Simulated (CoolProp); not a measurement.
The numbers come from the reference Helmholtz-energy equation of state, Akasaka 2020 in CoolProp.

**Question.** Give the vapour pressure (kPa), liquid density (kg/m³), vapour density (kg/m³), enthalpy of vaporisation (kJ/kg) of saturated R1123 at 247.5, 282.8, 294.5 K.

**Answer.** 
```json
[
 {"T (K)": "247.5", "p (kPa)": "471", "liquid density (kg/m³)": "1230", "vapour density (kg/m³)": "21.0", "enthalpy of vaporisation (kJ/kg)": "197"},
 {"T (K)": "282.8", "p (kPa)": "1430", "liquid density (kg/m³)": "1080", "vapour density (kg/m³)": "64.5", "enthalpy of vaporisation (kJ/kg)": "160"},
 {"T (K)": "294.5", "p (kPa)": "1940", "liquid density (kg/m³)": "1020", "vapour density (kg/m³)": "91.0", "enthalpy of vaporisation (kJ/kg)": "144"}
]
```
